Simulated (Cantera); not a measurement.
Mixture: CO : H2 : CH4 : O2 : N2 = 1 : 0.085 : 0.51 : 2.95 : 11.1 (molar parts), at 22.7 atm, adiabatic and at constant pressure. Ignition delay is the time to a rise of 400 K.

Model: GRI-Mech 3.0 (53 species, 325 reactions), integrated in Cantera. The pressure lies above the range GRI-Mech 3.0 was tuned for (to about 10 atm). Below about 1000 K GRI-Mech 3.0 lacks low-temperature oxidation paths. Below about 950 K walls govern HO2 and H2O2 in real vessels.

Task: What does this change do: 0.15 parts C2H6 added?

Result: 
```csv
quantity,before,after
delay at 875 K,0.252 s,0.215 s
delay at 1025 K,9.94 ms,6.61 ms
delay at 1175 K,0.888 ms,0.514 ms
delay at 1325 K,0.159 ms,73.1 µs
delay at 1475 K,43.7 µs,17.2 µs
apparent activation energy between 1325 and 1475 K,140 kJ/mol,160 kJ/mol
```

Task: What does this change do: pressure from 22.7 atm to 9.87 atm?

Result: 
| quantity | before | after |
|---|---|---|
| delay at 875 K | 0.252 s | 0.414 s |
| delay at 1025 K | 9.94 ms | 12.5 ms |
| delay at 1175 K | 0.888 ms | 1.22 ms |
| delay at 1325 K | 0.159 ms | 0.269 ms |
| delay at 1475 K | 43.7 µs | 77.9 µs |
| apparent activation energy between 1325 and 1475 K | 140 kJ/mol | 130 kJ/mol |

Task: What does this change do: CH4 0.51 to 0.28 parts?

Result: 
```csv
quantity,before,after
delay at 875 K,0.252 s,0.240 s
delay at 1025 K,9.94 ms,7.51 ms
delay at 1175 K,0.888 ms,0.566 ms
delay at 1325 K,0.159 ms,97.3 µs
delay at 1475 K,43.7 µs,27.9 µs
apparent activation energy between 1325 and 1475 K,140 kJ/mol,140 kJ/mol
```
